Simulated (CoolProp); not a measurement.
Vapour-liquid equilibrium of diethyl ether (1) + acetone (2) at 782 kPa; x and y are mole fractions of (1).

The numbers come from the multi-fluid Helmholtz-energy mixture model, Thol 2014 and Lemmon 2006; pair parameters Bell 2016 in CoolProp.

Q: Give the bubble temperature and the first vapour's composition at x = 0.15, 0.75, 0.85. Is there an azeotrope?

A: x = 0.15: 397.7 K, y = 0.248; x = 0.75: 382.4 K, y = 0.795; x = 0.85: 381.5 K, y = 0.868. No azeotrope shows between x = 0.05 and 0.95.

The pair parameters rest on a limited set of measurements; away from them the model extrapolates.
